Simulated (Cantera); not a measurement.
A Cantera script and its output.

```python
import numpy as np
import cantera as ct

gas = ct.Solution("gri30.yaml")
gas.TPX = 1100, 1000000, {'C3H8': 1, 'O2': 2.78, 'N2': 10.4}
reactor = ct.IdealGasConstPressureReactor(gas, energy="on", clone=False)
net = ct.ReactorNet([reactor])
net.rtol, net.atol = 1e-08, 1e-16
show = ['C3H8', 'O2', 'OH', 'C2H4', 'H2', 'H2O2', 'CH2']
times = np.geomspace(3e-06, 4, 15)

steps = ct.SolutionArray(gas, extra=["t"])
rows = []
print(f"{'t/s':>10s}{'T/K':>9s}{'P/Pa':>11s}" + "".join(f"{s:>11s}" for s in show))
for t in times:
    while net.time < t:
        t_next = net.step()
        steps.append(gas.state, t=t_next)
    rows.append([np.interp(t, steps.t, y) for y in (steps.T, steps.P, *steps(*show).X.T)])
    print(f"{t:10.3e}{rows[-1][0]:9.1f}{rows[-1][1]:11.4g}" + "".join(f"{x:11.3e}" for x in rows[-1][2:]))
rate = np.gradient(steps.T, steps.t)
print("integrator steps:", len(steps.t))
if steps.T.max() > steps.T[0] + 200:
    print(f"time of steepest temperature rise: {steps.t[rate.argmax()]:.4e} s")
gas.TPX = 1100, 1000000, {'C3H8': 1, 'O2': 2.78, 'N2': 10.4}
gas.equilibrate("HP")
print(f"equilibrium (HP): T = {gas.T:.1f} K  " + "  ".join(f"{s} {gas[s].X[0]:.3e}" for s in show))
```

Output:

```
       t/s      T/K       P/Pa       C3H8         O2         OH       C2H4         H2       H2O2        CH2
 3.000e-06   1100.0      1e+06  7.052e-02  1.961e-01  1.025e-11  7.135e-08  1.022e-09  1.385e-09  2.201e-17
 8.215e-06   1100.0      1e+06  7.052e-02  1.961e-01  3.103e-11  2.388e-07  3.368e-09  1.121e-08  1.856e-16
 2.250e-05   1100.0      1e+06  7.052e-02  1.961e-01  1.179e-10  9.144e-07  1.424e-08  7.926e-08  1.868e-15
 6.160e-05   1100.0      1e+06  7.052e-02  1.960e-01  5.128e-10  4.721e-06  1.136e-07  4.558e-07  2.282e-14
 1.687e-04   1100.0      1e+06  7.049e-02  1.960e-01  1.441e-09  2.943e-05  1.037e-06  1.567e-06  1.498e-13
 4.620e-04   1099.9      1e+06  7.038e-02  1.960e-01  1.918e-09  1.290e-04  4.847e-06  2.646e-06  2.318e-13
 1.265e-03   1099.8      1e+06  7.006e-02  1.959e-01  2.335e-09  4.339e-04  1.739e-05  3.416e-06  2.875e-13
 3.464e-03   1099.7      1e+06  6.898e-02  1.954e-01  3.758e-09  1.438e-03  6.972e-05  5.641e-06  4.908e-13
 9.486e-03   1105.4      1e+06  6.242e-02  1.917e-01  2.761e-08  7.445e-03  6.939e-04  3.112e-05  6.172e-12
 2.598e-02   2405.2      1e+06  7.838e-29  1.662e-06  3.476e-04  1.299e-15  1.090e-01  2.782e-09  5.435e-12
 7.113e-02   2405.2      1e+06  7.831e-29  1.662e-06  3.477e-04  1.298e-15  1.090e-01  2.782e-09  5.433e-12
 1.948e-01   2405.2      1e+06  7.831e-29  1.662e-06  3.477e-04  1.298e-15  1.090e-01  2.782e-09  5.433e-12
 5.334e-01   2405.2      1e+06  7.831e-29  1.662e-06  3.477e-04  1.298e-15  1.090e-01  2.782e-09  5.433e-12
 1.461e+00   2405.2      1e+06  7.831e-29  1.662e-06  3.477e-04  1.298e-15  1.090e-01  2.782e-09  5.433e-12
 4.000e+00   2405.2      1e+06  7.831e-29  1.662e-06  3.477e-04  1.298e-15  1.090e-01  2.782e-09  5.433e-12
integrator steps: 2388
time of steepest temperature rise: 1.1658e-02 s
equilibrium (HP): T = 2405.2 K  C3H8 9.886e-29  O2 1.662e-06  OH 3.477e-04  C2H4 1.436e-15  H2 1.090e-01  H2O2 2.782e-09  CH2 6.002e-12
```

Detailed kinetics in Cantera: GRI-Mech 3.0 (53 species, 325 reactions). GRI-Mech 3.0 was tuned for natural gas; its chemistry of propane as a main component is partial and can be far from experiment.
